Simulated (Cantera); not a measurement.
An adiabatic, constant-pressure homogeneous reactor starts with CH4 : C2H6 : O2 : N2 = 1 : 0.1 : 2.53 : 16.9 (molar parts), equivalence ratio 0.93, at 1750 K and 9.87 atm. Integrator tolerance rtol = 1e-08.

Computed with Cantera and GRI-Mech 3.0 (53 species, 325 reactions).

Q: What does this change do: initial temperature 1750 to 1300 K?

A: 
```csv
quantity,before,after
time of steepest temperature rise,14.3 µs,0.539 ms
temperature at 0.200 s,2720 K,2422 K
equilibrium temperature,2720 K,2422 K
x(CH4) at 0.200 s,<1e-12 (gas-phase equilibrium <1e-12),<1e-12 (gas-phase equilibrium <1e-12)
x(C2H6) at 0.200 s,<1e-12 (gas-phase equilibrium <1e-12),<1e-12 (gas-phase equilibrium <1e-12)
x(O2) at 0.200 s,0.0117 (gas-phase equilibrium 0.0117),0.00873 (gas-phase equilibrium 0.00873)
x(CH3) at 0.200 s,<1e-12 (gas-phase equilibrium <1e-12),<1e-12 (gas-phase equilibrium <1e-12)
x(H) at 0.200 s,0.00134 (gas-phase equilibrium 0.00134),0.000217 (gas-phase equilibrium 0.000217)
x(C2H2) at 0.200 s,<1e-12 (gas-phase equilibrium <1e-12),<1e-12 (gas-phase equilibrium <1e-12)
```

Q: What does this change do: initial temperature 1750 to 1548 K?

A: 
```csv
quantity,before,after
time of steepest temperature rise,14.3 µs,63.5 µs
temperature at 0.200 s,2720 K,2593 K
equilibrium temperature,2720 K,2593 K
x(CH4) at 0.200 s,<1e-12 (gas-phase equilibrium <1e-12),<1e-12 (gas-phase equilibrium <1e-12)
x(C2H6) at 0.200 s,<1e-12 (gas-phase equilibrium <1e-12),<1e-12 (gas-phase equilibrium <1e-12)
x(O2) at 0.200 s,0.0117 (gas-phase equilibrium 0.0117),0.0102 (gas-phase equilibrium 0.0102)
x(CH3) at 0.200 s,<1e-12 (gas-phase equilibrium <1e-12),<1e-12 (gas-phase equilibrium <1e-12)
x(H) at 0.200 s,0.00134 (gas-phase equilibrium 0.00134),0.000656 (gas-phase equilibrium 0.000656)
x(C2H2) at 0.200 s,<1e-12 (gas-phase equilibrium <1e-12),<1e-12 (gas-phase equilibrium <1e-12)
```
